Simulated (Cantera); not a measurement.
Input (Python, Cantera) and output of one run.

```python
import numpy as np
import cantera as ct

gas_names = """
    Br Br2 H HBr HO2 H2 H2O H2O2 Mg MgBr MgBr2 MgH MgO MgOH MgO2H2 Mg2 O OH O2 O3
""".split()
cond_names = """
    Br2(cr) Br2(L) H2O(s) H2O(L) Mg(cr) Mg(L) MgBr2(s) MgBr2(L) MgO(s) MgO(L) MgO2H2(s)
""".split()


# ... load() reads the species with a 1 bar reference pressure and builds the phases ...
atoms = {
    'MgO': {'Mg': 1, 'O': 1},
    'HBr': {'H': 1, 'Br': 1},
}
top_T = {}  # K; cautious upper limits of use, not melting points


# ... equilibrate(T, P, feed) seeds the gas with the atoms and calls Mixture.equilibrate('TP', solver="vcs", rtol=1e-11, max_steps=5000) ...
results = []
feed = {'MgO': 1, 'HBr': 8.3}  # mol
T = 1648  # K
P = 13332.2  # Pa
mix = equilibrate(T, P, feed)
results.append((T, P, feed, dict(zip(mix.species_names, mix.species_moles))))
x = sorted(zip(gas.X, gas.species_names), reverse=True)
print(f"T = {T:g} K  P = {P:g} Pa  gas = {mix.phase_moles(0):.4g} mol")
print("   x: " + "  ".join(f"{s} {v:.3e}" for v, s in x if v > 1e-06))
print("   condensed (mol): " + ("  ".join(f"{mix.phase(i).name} {mix.phase_moles(i):.4g}"
      for i in range(1, mix.n_phases) if mix.phase_moles(i) > 1e-12) or "none"))
```

Result:

```
T = 1648 K  P = 13332.2 Pa  gas = 8.546 mol
   x: HBr 6.772e-01  H2O 1.170e-01  MgBr2 1.170e-01  Br 5.759e-02  H2 2.994e-02  Br2 1.176e-03  H 4.220e-05  MgBr 1.705e-05  OH 7.409e-06
   condensed (mol): none
```

Method: chemical equilibrium by Gibbs-energy minimisation in Cantera with the NASA 1993 tables (ideal gas, pure condensed phases).
